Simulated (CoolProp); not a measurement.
Vapour-liquid equilibrium of CF4 (R14) (1) + R13 (2) at -82.45 °C; x and y are mole fractions of (1).

Computed with CoolProp (multi-fluid Helmholtz-energy mixture model, Platzer 1990 and Platzer 1990; pair parameters Bell 2016). This equation is an older, rougher fit; its heat capacities, sound speeds and derivatives of the liquid may be far off and weren't checked against measurements.

Q: Give the bubble pressure and the first vapour's composition at x = 0.2, 0.65, 0.8. Is there an azeotrope?

A: x = 0.2: 333.7 kPa, y = 0.746; x = 0.65: 752.5 kPa, y = 0.932; x = 0.8: 888.3 kPa, y = 0.961. No azeotrope shows between x = 0.05 and 0.95.

Pair parameters are fitted to limited data, so mixtures are less certain than the pure fluids. The gap from Raoult's law changes sign with composition, which may be real or a fault of the pair parameters; it wasn't checked against measurements.
